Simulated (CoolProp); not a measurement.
Saturated liquid density (kg/m³) of tetrahydrofuran: the reference equation beside estimates from Tc = 540.2 K, pc = 5304 kPa, ω = 0.234.

Values from CoolProp's reference Helmholtz-energy equation of state, Fiedler 2023.

```csv
T (K),reference,van der Waals,Redlich-Kwong,Soave-Redlich-Kwong
414.5,740.8,455.5,650.1,677.7
421.4,731.1,449.2,638.7,666.5
428.2,721.2,442.7,627.1,655.0
435.1,711.0,436.0,614.9,642.8
442,700.4,429.0,602.3,630.1
448.8,689.6,421.8,589.4,617.0
455.7,678.3,414.3,575.8,603.1
462.6,666.4,406.4,561.7,588.5
469.5,654.1,398.2,546.8,573.2
```

Absolute difference from the reference over all 9 rows, mean and median: van der Waals 38.8 and 38.7 %, Redlich-Kwong 14.1 and 14.0 %, Soave-Redlich-Kwong 10.2 and 10.0 %.
